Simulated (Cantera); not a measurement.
A Cantera script and what it prints.

```python
import numpy as np
import cantera as ct

gas_names = [...]  # 131 gases of nasa_gas.yaml made of C, H, O
cond_names = """
    C(gr) C6H6(L) C7H8(L) C8H18(L),n-octa H2O(s) H2O(L)
""".split()


# ... load() reads the species with a 1 bar reference pressure and builds the phases ...
atoms = {
    'C6H6': {'C': 6, 'H': 6},
    'H2O': {'H': 2, 'O': 1},
}
top_T = {'C(gr)': 4500}  # K; cautious upper limits of use, not melting points


# ... equilibrate(T, P, feed) seeds the gas with the atoms and calls Mixture.equilibrate('TP', solver="vcs", rtol=1e-11, max_steps=5000) ...
results = []
feed = {'C6H6': 1, 'H2O': 0.18}  # mol
P = 101325  # Pa
for T in [2000, 2250, 2500, 2750, 3000, 3250, 3500, 3750, 4000, 4250, 4500, 4750, 5000]:
    mix = equilibrate(T, P, feed)
    results.append((T, P, feed, dict(zip(mix.species_names, mix.species_moles))))
    x = sorted(zip(gas.X, gas.species_names), reverse=True)
    print(f"T = {T:g} K  P = {P:g} Pa  gas = {mix.phase_moles(0):.4g} mol")
    print("   x: " + "  ".join(f"{s} {v:.3e}" for v, s in x if v > 1e-06))
    print("   condensed (mol): " + ("  ".join(f"{mix.phase(i).name} {mix.phase_moles(i):.4g}"
          for i in range(1, mix.n_phases) if mix.phase_moles(i) > 1e-12) or "none"))
```

Output:

```
T = 2000 K  P = 101325 Pa  gas = 3.361 mol
   x: H2 9.438e-01  CO 5.354e-02  H 1.569e-03  C2H2,acetylene 7.250e-04  CH4 3.830e-04  CH3 1.261e-05  H2O 6.001e-06  C2H4 4.670e-06
   condensed (mol): C(gr) 5.814
T = 2250 K  P = 101325 Pa  gas = 3.371 mol
   x: H2 9.361e-01  CO 5.339e-02  H 7.138e-03  C2H2,acetylene 3.133e-03  CH4 2.101e-04  CH3 3.040e-05  C2H4 5.794e-06  C4H2 4.284e-06  H2O 2.463e-06
   condensed (mol): C(gr) 5.798
T = 2500 K  P = 101325 Pa  gas = 3.4 mol
   x: H2 9.130e-01  CO 5.294e-02  H 2.387e-02  C2H2,acetylene 9.877e-03  CH4 1.267e-04  CH3 5.957e-05  C4H2 4.413e-05  C2H 1.854e-05  C2H2,vinylidene 7.698e-06  C2H4 6.640e-06  CH2 3.225e-06  C3H3,propargyl 1.796e-06  C2H3,vinyl 1.738e-06  H2O 1.190e-06
   condensed (mol): C(gr) 5.751
T = 2750 K  P = 101325 Pa  gas = 3.469 mol
   x: H2 8.601e-01  H 6.303e-02  CO 5.188e-02  C2H2,acetylene 2.420e-02  C4H2 2.832e-04  C2H 2.056e-04  CH3 9.707e-05  CH4 7.830e-05  C2H2,vinylidene 4.056e-05  C3 1.665e-05  CH2 1.573e-05  C3H3,propargyl 6.952e-06  C2H4 6.864e-06  C2H3,vinyl 5.453e-06  C 3.726e-06  C6H2 3.498e-06  CH 2.450e-06  C2 1.610e-06
   condensed (mol): C(gr) 5.645
T = 3000 K  P = 101325 Pa  gas = 3.611 mol
   x: H2 7.622e-01  H 1.370e-01  CO 4.985e-02  C2H2,acetylene 4.741e-02  C2H 1.464e-03  C4H2 1.231e-03  C3 3.079e-04  C2H2,vinylidene 1.495e-04  CH3 1.307e-04  CH2 5.460e-05  C 5.002e-05  CH4 4.592e-05  C6H2 3.389e-05  C2 3.128e-05  CH 1.974e-05  C3H3,propargyl 1.919e-05  C2H3,vinyl 1.266e-05  C2H4 6.120e-06  C5 5.635e-06  C4 1.040e-06
   condensed (mol): C(gr) 5.442
T = 3250 K  P = 101325 Pa  gas = 3.875 mol
   x: H2 6.129e-01  H 2.497e-01  C2H2,acetylene 7.437e-02  CO 4.645e-02  C2H 7.231e-03  C4H2 3.767e-03  C3 3.574e-03  C 4.486e-04  C2H2,vinylidene 3.982e-04  C2 3.815e-04  C6H2 2.038e-04  CH3 1.409e-04  CH2 1.386e-04  C5 1.316e-04  CH 1.086e-04  C3H3,propargyl 3.785e-05  C4 2.344e-05  CH4 2.339e-05  C2H3,vinyl 2.159e-05  C2H4 4.401e-06  C2O 1.046e-06
   condensed (mol): C(gr) 5.07
T = 3500 K  P = 101325 Pa  gas = 4.419 mol
   x: H2 4.174e-01  H 3.790e-01  C2H2,acetylene 8.957e-02  CO 4.073e-02  C3 2.883e-02  C2H 2.561e-02  C4H2 8.006e-03  C2 3.230e-03  C 2.931e-03  C5 1.929e-03  C6H2 7.702e-04  C2H2,vinylidene 7.512e-04  CH 4.233e-04  C4 3.353e-04  CH2 2.518e-04  CH3 1.115e-04  C3H3,propargyl 5.011e-05  C2H3,vinyl 2.528e-05  CH4 8.911e-06  C2O 2.658e-06  C2H4 2.234e-06
   condensed (mol): C(gr) 4.157
T = 3750 K  P = 101325 Pa  gas = 6.257 mol
   x: H 4.321e-01  H2 1.883e-01  C3 1.629e-01  C2H2,acetylene 6.320e-02  C2H 5.785e-02  CO 2.876e-02  C2 1.955e-02  C5 1.747e-02  C 1.454e-02  C4H2 8.801e-03  C4 3.056e-03  C6H2 1.331e-03  CH 1.066e-03  C2H2,vinylidene 7.787e-04  CH2 2.588e-04  CH3 4.429e-05  C3H3,propargyl 2.969e-05  C2H3,vinyl 1.378e-05  C2O 4.617e-06  CH4 1.505e-06
   condensed (mol): none
T = 4000 K  P = 101325 Pa  gas = 7.3 mol
   x: H 5.412e-01  C3 1.621e-01  H2 1.168e-01  C2H 4.788e-02  C 3.561e-02  C2 3.433e-02  CO 2.465e-02  C2H2,acetylene 2.114e-02  C5 9.565e-03  C4 2.799e-03  CH 1.609e-03  C4H2 1.578e-03  C2H2,vinylidene 3.633e-04  CH2 1.988e-04  C6H2 1.291e-04  CH3 1.655e-05  C3H3,propargyl 5.733e-06  C2O 5.250e-06  C2H3,vinyl 4.100e-06
   condensed (mol): none
T = 4250 K  P = 101325 Pa  gas = 8.2 mol
   x: H 6.003e-01  C3 1.397e-01  C 7.483e-02  H2 6.332e-02  C2 5.124e-02  C2H 3.346e-02  CO 2.194e-02  C2H2,acetylene 6.055e-03  C5 4.430e-03  C4 2.145e-03  CH 2.006e-03  C4H2 2.370e-04  C2H2,vinylidene 1.390e-04  CH2 1.238e-04  C6H2 1.028e-05  C2O 5.727e-06  CH3 4.968e-06  C+ 1.400e-06  Electron 1.195e-06
   condensed (mol): none
T = 4500 K  P = 101325 Pa  gas = 9.049 mol
   x: H 6.131e-01  C 1.374e-01  C3 1.046e-01  C2 6.582e-02  H2 3.186e-02  C2H 2.039e-02  CO 1.988e-02  CH 2.156e-03  C5 1.718e-03  C2H2,acetylene 1.559e-03  C4 1.375e-03  CH2 6.672e-05  C2H2,vinylidene 4.614e-05  C4H2 3.094e-05  C2O 5.906e-06  C+ 4.637e-06  Electron 4.202e-06  CH3 1.305e-06  C2- 1.167e-06
   condensed (mol): none
T = 4750 K  P = 101325 Pa  gas = 9.925 mol
   x: H 5.958e-01  C 2.200e-01  C2 7.113e-02  C3 6.482e-02  CO 1.813e-02  H2 1.566e-02  C2H 1.078e-02  CH 2.039e-03  C4 6.903e-04  C5 5.107e-04  C2H2,acetylene 3.642e-04  CH2 3.238e-05  C2H2,vinylidene 1.349e-05  C+ 1.308e-05  Electron 1.254e-05  C2O 5.626e-06  C4H2 3.402e-06  O 2.103e-06  C2- 2.032e-06  C2+ 1.189e-06
   condensed (mol): none
T = 5000 K  P = 101325 Pa  gas = 10.77 mol
   x: H 5.678e-01  C 3.056e-01  C2 6.308e-02  C3 3.174e-02  CO 1.670e-02  H2 7.898e-03  C2H 4.907e-03  CH 1.724e-03  C4 2.545e-04  C5 1.067e-04  C2H2,acetylene 7.796e-05  C+ 3.197e-05  Electron 3.194e-05  CH2 1.466e-05  O 5.664e-06  C2O 4.909e-06  C2H2,vinylidene 3.521e-06  C2- 2.617e-06  C2+ 2.114e-06
   condensed (mol): none
```

These are equilibrium values from Cantera (NASA tables, ideal gas, pure condensed phases), not measurements of a reactor.
